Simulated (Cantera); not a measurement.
A Cantera script and its output.

```python
import numpy as np
import cantera as ct

gas = ct.Solution("h2o2.yaml")
gas.TPX = 1048, 480, {'H2': 0.044, 'O2': 1}
reactor = ct.IdealGasConstPressureReactor(gas, energy="off", clone=False)
net = ct.ReactorNet([reactor])
net.rtol, net.atol = 1e-08, 1e-18
show = ['H2', 'O2', 'HO2', 'OH', 'H2O', 'H', 'O']
times = np.geomspace(8e-05, 60, 14)

steps = ct.SolutionArray(gas, extra=["t"])
rows = []
print(f"{'t/s':>10s}{'T/K':>9s}{'P/Pa':>11s}" + "".join(f"{s:>11s}" for s in show))
for t in times:
    while net.time < t:
        t_next = net.step()
        steps.append(gas.state, t=t_next)
    rows.append([np.interp(t, steps.t, y) for y in (steps.T, steps.P, *steps(*show).X.T)])
    print(f"{t:10.3e}{rows[-1][0]:9.1f}{rows[-1][1]:11.4g}" + "".join(f"{x:11.3e}" for x in rows[-1][2:]))
rate = np.gradient(steps.T, steps.t)
print("integrator steps:", len(steps.t))
if steps.T.max() > steps.T[0] + 200:
    print(f"time of steepest temperature rise: {steps.t[rate.argmax()]:.4e} s")
gas.TPX = 1048, 480, {'H2': 0.044, 'O2': 1}
gas.equilibrate("TP")
print(f"equilibrium (TP): T = {gas.T:.1f} K  " + "  ".join(f"{s} {gas[s].X[0]:.3e}" for s in show))
```

Result:

```
       t/s      T/K       P/Pa         H2         O2        HO2         OH        H2O          H          O
 8.000e-05   1048.0        480  4.215e-02  9.579e-01  3.948e-11  4.944e-12  4.853e-13  3.469e-11  5.246e-12
 2.265e-04   1048.0        480  4.215e-02  9.579e-01  1.118e-10  3.081e-11  9.012e-12  8.448e-11  3.615e-11
 6.411e-04   1048.0        480  4.215e-02  9.579e-01  3.171e-10  1.613e-10  1.405e-10  2.221e-10  2.338e-10
 1.815e-03   1048.0        480  4.215e-02  9.579e-01  9.039e-10  1.175e-09  2.421e-09  1.195e-09  2.113e-09
 5.138e-03   1048.0        480  4.215e-02  9.579e-01  3.209e-09  7.719e-08  2.187e-07  7.412e-08  1.464e-07
 1.455e-02   1048.0        480  2.881e-02  9.487e-01  1.735e-06  2.399e-03  1.011e-02  4.052e-03  5.956e-03
 4.118e-02   1048.0        480  5.953e-04  9.303e-01  1.836e-06  1.624e-03  3.744e-02  6.912e-03  2.312e-02
 1.166e-01   1048.0        480  3.972e-04  9.395e-01  1.692e-06  1.328e-03  3.965e-02  3.727e-03  1.540e-02
 3.300e-01   1048.0        480  1.594e-04  9.502e-01  1.298e-06  8.387e-04  4.185e-02  9.107e-04  6.028e-03
 9.342e-01   1048.0        480  3.241e-05  9.555e-01  6.675e-07  3.780e-04  4.276e-02  8.295e-05  1.225e-03
 2.645e+00   1048.0        480  4.635e-06  9.567e-01  2.162e-07  1.443e-04  4.297e-02  4.599e-06  1.781e-04
 7.487e+00   1048.0        480  6.926e-07  9.569e-01  5.293e-08  5.644e-05  4.302e-02  2.736e-07  2.711e-05
 2.119e+01   1048.0        480  1.278e-07  9.569e-01  1.255e-08  2.447e-05  4.304e-02  2.225e-08  5.085e-06
 6.000e+01   1048.0        480  2.933e-08  9.569e-01  3.338e-09  1.180e-05  4.305e-02  2.495e-09  1.182e-06
integrator steps: 1905
equilibrium (TP): T = 1048.0 K  H2 2.191e-10  O2 9.569e-01  HO2 1.044e-09  OH 1.028e-06  H2O 4.305e-02  H 1.661e-12  O 8.993e-09
```

Model: the H2/O2 subset of GRI-Mech 3.0, which has no nitrogen chemistry, integrated in Cantera. Radical loss at walls, strong at low pressure, is not modelled. The temperature is held fixed by assumption; the heat of reaction is taken as removed at once.
